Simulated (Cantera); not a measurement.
Charge: 1 mol Si, 1.9 mol N2O, 4.1 mol H2, equilibrated at 1377 °C and 12.0 mbar.

Cantera equilibrium calculation (NASA polynomials, part measured and part estimated; ideal gas, pure solids and liquids). Candidate condensed phases: H2O, Si, SiO2, Si2N2O, Si3N4; 35 gas species. The tables hold silica as quartz up to 1696 K and as liquid above; real silica turns to tridymite and cristobalite and melts near 1996 K. Rates play no part.

Base state: H2 0.671, N2 0.311, SiO 0.0167, H 0.000679, H2O 0.000293 (mole fractions); condensed: SiO2(β-quartz).

**Question.** What changes in the equilibrium state with this change: N2O from 1.9 to 0.24 mol?

**Answer.** 
| species | before | after |
|---|---|---|
| H2 | 0.671 | 0.978 |
| N2 | 0.311 | 0.0106 |
| SiO | 0.0167 | 0.0106 |
| H2O | 0.000293 | 2.88e-7 |
| Si | 2.36e-8 | 2.23e-5 |
| H | 0.000679 | 0.000820 |
| SiO2(β-quartz), mol | 0.898 | 0 |
| Si(s), mol | 0 | 0.564 |
| Si2N2O(s), mol | 0 | 0.195 |
Mutual solubility and eutectic melting of coexisting phases are not modelled.
